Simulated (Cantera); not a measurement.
A closed system holds: 1 mol Fe₂O₃, 1.4 mol CH₄, 3.8 mol H₂, at 6100 Pa.

Equilibrium computed with Cantera from the NASA thermochemical tables; the gas is ideal and each condensed phase is pure. Candidate condensed phases: C, C₆H₆, C₇H₈, C₈H₁₈, Fe, Fe(CO)₅, FeO, Fe(OH)₂, Fe(OH)₃, Fe₂O₃, Fe₃O₄, H₂O; 114 gas species. The numbers say what is thermodynamically allowed, not how fast it happens.

Q: At 1573 K, list the 6 most abundant gas species with their mole fractions, and the condensed phases.

A: H₂ 0.641, H₂O 0.184, CO 0.159, CO₂ 0.0158, H 0.000132, Fe 1.08e-5. Condensed: Fe(γ).
